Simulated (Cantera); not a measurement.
What does this Cantera script print?

```python
import numpy as np
import cantera as ct

gas_names = """
    CL CL2 H HCL H2 N NH NH2 NH3 N2 N2H2 N2H4 Si SiCL SiCL2 SiCL3 SiCL4 SiH SiHCL3 SiH2 SiH2CL2 SiH3
    SiH3CL SiH4 SiN Si2 Si2N Si3
""".split()
cond_names = """
    NH4CL(a) NH4CL(b) Si(cr) Si(L) Si3N4(a)
""".split()


# ... load() reads the species with a 1 bar reference pressure and builds the phases ...
atoms = {
    'Si': {'Si': 1},
    'HCl': {'H': 1, 'CL': 1},
    'N2': {'N': 2},
}
top_T = {'Si3N4(a)': 2400}  # K; cautious upper limits of use, not melting points


# ... equilibrate(T, P, feed) seeds the gas with the atoms and calls Mixture.equilibrate('TP', solver="vcs", rtol=1e-11, max_steps=5000) ...
results = []
feed = {'Si': 1, 'HCl': 1.7, 'N2': 0.57}  # mol
P = 2300  # Pa
for T in [800, 850, 900, 950, 1000, 1050, 1100]:
    mix = equilibrate(T, P, feed)
    results.append((T, P, feed, dict(zip(mix.species_names, mix.species_moles))))

top = {s: max(r[3][s] / sum(r[3][g] for g in gas_names) for r in results) for s in gas_names}
cols = sorted((s for s in top if top[s] > 0.0001), key=lambda s: -top[s])[:6]
seen = [c for c in cond_names if any(r[3].get(c, 0) > 1e-12 for r in results)]
print("log10 of partial pressures in bar; condensed amounts in mol")
print(f"{'T/K':>10s}" + "".join(f"{s[:9]:>10s}" for s in cols + seen))
for T, P, feed, n in results:
    ng = sum(n[g] for g in gas_names)
    print(f"{T:10.4g}" + "".join(f"{np.log10(max(n[s] / ng * P / 1e5, 1e-99)):10.3f}" for s in cols)
          + "".join(f"{n.get(c, 0):10.4g}" for c in seen))
```

It prints:

```
log10 of partial pressures in bar; condensed amounts in mol
       T/K       HCL        H2     SiCL4        N2    SiHCL3     SiCL3  Si3N4(a)
       800    -2.074    -2.058    -2.359    -2.841    -5.387    -7.517    0.2377
       850    -2.053    -2.070    -2.371    -2.864    -5.168    -6.880    0.2401
       900    -2.035    -2.080    -2.382    -2.885    -4.974    -6.315    0.2421
       950    -2.020    -2.090    -2.392    -2.905    -4.801    -5.810     0.244
      1000    -2.007    -2.099    -2.402    -2.923    -4.646    -5.356    0.2456
      1050    -1.995    -2.107    -2.411    -2.939    -4.507    -4.947     0.247
      1100    -1.985    -2.115    -2.421    -2.953    -4.382    -4.577    0.2482
```

Method: chemical equilibrium by Gibbs-energy minimisation in Cantera with the NASA 1993 tables (ideal gas, pure condensed phases). N2 is the only nitrogen source here; it is nearly inert below about 1500 K, so the nitride shown seldom forms there in practice. The tables' values for SiCl3 are old estimates; treat these amounts as uncertain.
